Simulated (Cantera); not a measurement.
**Stirred combustor or abatement burner**

A perfectly stirred reactor is fed with CO : H₂ : O₂ : N₂ = 1 : 0.05 : 0.309 : 1.16 (molar parts), equivalence ratio 1.7, at 101000 Pa; it is adiabatic with a 375 K inlet, and is followed from long to short residence time, starting on the burning branch (τ in s: 0.044, 0.022, 0.011, 0.0051, 0.0025, 0.0012, 0.0006, 0.00029, 0.00014, 7e-05, 3.4e-05, 1.7e-05, 8.2e-06).

Computed with Cantera and GRI-Mech 3.0 (53 species, 325 reactions).

| τ (s) | T (K) | x CO | x H₂ | x O₂ | x OH | x H₂O |
|---|---|---|---|---|---|---|
| 0.044 | 2280 | 0.199 | 0.00258 | 0.00257 | 0.00186 | 0.0181 |
| 0.022 | 2246 | 0.202 | 0.00262 | 0.00418 | 0.00233 | 0.0175 |
| 0.011 | 2195 | 0.206 | 0.00269 | 0.00656 | 0.00282 | 0.0166 |
| 0.0051 | 2116 | 0.213 | 0.00279 | 0.0101 | 0.00330 | 0.0153 |
| 0.0025 | 2021 | 0.220 | 0.00288 | 0.0139 | 0.00356 | 0.0138 |
| 0.0012 | 1904 | 0.228 | 0.00293 | 0.0180 | 0.00353 | 0.0119 |
| 0.00060 | 1777 | 0.236 | 0.00285 | 0.0220 | 0.00319 | 0.00990 |
| 0.00029 | 1623 | 0.246 | 0.00261 | 0.0274 | 0.00253 | 0.00803 |
| 0.00014 | 1418 | 0.272 | 0.00262 | 0.0417 | 0.00169 | 0.00855 |
| 7.0e-5 | 375 | 0.397 | 0.0198 | 0.123 | <1e-12 | <1e-12 |
| 3.4e-5 | 375 | 0.397 | 0.0198 | 0.123 | <1e-12 | <1e-12 |
| 1.7e-5 | 375 | 0.397 | 0.0198 | 0.123 | <1e-12 | <1e-12 |
| 8.2e-6 | 375 | 0.397 | 0.0198 | 0.123 | <1e-12 | <1e-12 |
x: mole fraction; the columns are a selection and need not sum to one.
